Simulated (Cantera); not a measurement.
Charge: 1 mol SiCl₄, 0.22 mol C₃H₈, 25 mol H₂, equilibrated at 2000 K and 1.33 mbar.

Equilibrium computed with Cantera from the NASA thermochemical tables; the gas is ideal and each condensed phase is pure. Candidate condensed phases: C, C₆H₆, C₇H₈, C₈H₁₈, Si, SiC; 109 gas species. The tables' values for SiCl are old estimates; treat these amounts as uncertain. Gases not in the tables: Si₂H₆ and higher silanes. The numbers say what is thermodynamically allowed, not how fast it happens.

Base state: H₂ 0.821, HCl 0.122, H 0.0404, SiCl₂ 0.00632, Si 0.00478, Cl 0.00445, SiCl 0.000696, Si₂C 0.000131 (mole fractions); condensed: SiC(s).

Task: What changes in the equilibrium state with this change: pressure from 1.33 mbar to 57.0 mbar?

Result: 
```csv
species,before,after
H₂,0.821,0.862
HCl,0.122,0.119
SiCl₂,0.00632,0.0116
H,0.0404,0.00632
SiC₂,2.78e-5,3.20e-7
Si,0.00478,0.000227
Si₂C,0.000131,6.22e-6
SiCl₃,7.11e-6,8.14e-5
Cl,0.00445,0.000648
"SiC(s), mol",0.650,0.658
```
The tables' values for SiCl, SiCl₃ are old estimates; treat these amounts as uncertain.
